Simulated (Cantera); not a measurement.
A closed system holds: 1 mol CsCl, 0.08 mol O2, a varied amount of H2, equilibrated at 1450 °C and 0.120 bar.

Cantera equilibrium calculation (NASA polynomials, part measured and part estimated; ideal gas, pure solids and liquids). Candidate condensed phases: Cs, CsCl, CsOH, H2O; 22 gas species. The numbers say what is thermodynamically allowed, not how fast it happens.

Problem. At 11 mol H2, list the 4 most abundant gas species with their mole fractions, and the condensed phases.

Solution. H2 0.901, CsCl 0.0810, H2O 0.0132, HCl 0.00207. Condensed: gas only.
